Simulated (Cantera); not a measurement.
Feed: 1 mol Ca(OH)2, 0.047 mol H2, at 377 °C.

These are equilibrium values from Cantera (NASA tables, ideal gas, pure condensed phases), not measurements of a reactor. Candidate condensed phases: Ca, CaO, Ca(OH)2, H2O; 14 gas species. Kinetics and transport are ignored.

### Question
Which condensed phases are stable at each of these points (P (Pa)): 10, 36, 130, 460, 1700, 6000, 22000, 77000, 280000, 1000000?

### Answer
```
P (Pa)      condensed phases  Ca condensed (%)
-------  -------------------  ----------------
10                    CaO(s)             100.0
36                    CaO(s)             100.0
130                   CaO(s)             100.0
460                   CaO(s)             100.0
1700                  CaO(s)             100.0
6000     CaO(s) + Ca(OH)2(s)             100.0
22000    CaO(s) + Ca(OH)2(s)             100.0
77000    CaO(s) + Ca(OH)2(s)             100.0
280000   CaO(s) + Ca(OH)2(s)             100.0
1000000  CaO(s) + Ca(OH)2(s)             100.0
```

From 0.0750 Torr to 12.8 Torr the condensed part is CaO(s). From 45.0 Torr to 7500 Torr the condensed part is CaO(s) + Ca(OH)2(s).
